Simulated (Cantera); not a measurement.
A freely propagating, adiabatic, planar premixed flame of H₂ : O₂ : N₂ : H₂O = 1 : 0.294 : 1.11 : 0.068 (molar parts), equivalence ratio 1.7, unburnt at 600 K and 690000 Pa; mixture-averaged transport, grid criteria slope 0.08 and curve 0.16, no radiation.

Detailed kinetics in Cantera: the H2/O2 subset of GRI-Mech 3.0, which has no nitrogen chemistry. The hydrogen kinetics of GRI-Mech 3.0 are dated; newer H2 mechanisms differ, most at raised pressure. Burning velocities carry a grid error of a few per cent, more on coarse grids.

x: mole fraction of selected species; z is measured from the peak of heat release.

```csv
z (mm),T (K),u (m/s),x H₂,x O₂,x O,x OH,x H,x H₂O
-0.109,600,8.37,0.405,0.119,<1e-8,<1e-8,<1e-8,0.0275
-0.0728,600,8.37,0.405,0.119,<1e-8,<1e-8,<1e-8,0.0275
-0.0546,600,8.37,0.404,0.119,<1e-8,<1e-8,<1e-8,0.0275
-0.0364,601,8.37,0.404,0.119,3.84e-8,<1e-8,<1e-8,0.0276
-0.0182,652,8.93,0.392,0.120,1.05e-5,4.61e-5,6.98e-5,0.0302
-0.00910,930,12.3,0.354,0.112,0.000258,0.000980,0.00318,0.0566
0,1356,17.5,0.286,0.0830,0.00168,0.00234,0.0182,0.125
0.00910,1671,21.3,0.219,0.0418,0.00284,0.00472,0.0369,0.205
0.0182,1841,23.3,0.184,0.0170,0.00245,0.00638,0.0452,0.252
0.0364,1991,25.1,0.169,0.00328,0.00153,0.00722,0.0427,0.280
0.0728,2112,26.4,0.171,___,___,___,___,0.288
0.146,2207,27.4,0.176,0.000308,0.000396,0.00483,0.0207,0.293
0.291,2274,28.1,0.180,0.000121,0.000154,0.00321,0.0126,0.297
```

Q: Some entries are withheld; supply them.

A: 
- 0.0728, x O₂: 0.000741
- 0.0728, x O: 0.000853
- 0.0728, x OH: 0.00642
- 0.0728, x H: 0.0316
